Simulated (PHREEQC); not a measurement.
A solution holds 0.042 mol/kgw KH2PO4 and 0.00026 mol/kgw H2SO4, at 25 °C. Closed to the air; pH follows from the charge balance.

Computed with PHREEQC (ion-association model, phreeqc.dat).

| quantity | before | after |
|---|---|---|
| pH | 4.04 | 4.43 |
| H3PO4 (mol/kgw) | 0.000463 | 2.12e-5 |
| HPO4-2 (mol/kgw) | 4.86e-5 | 8.62e-6 |
| KHPO4- (mol/kgw) | 1.90e-6 | 5.34e-8 |

Problem. What was changed between the two runs?
A. diluted 2-fold with water
B. diluted 5-fold with water
C. diluted 10-fold with water
D. H2SO4 left out
E. H2SO4 from 0.00026 to 0.00013 mol/kgw

Solution. C, diluted 10-fold with water

This is a speciation only: nothing precipitates in the calculation.
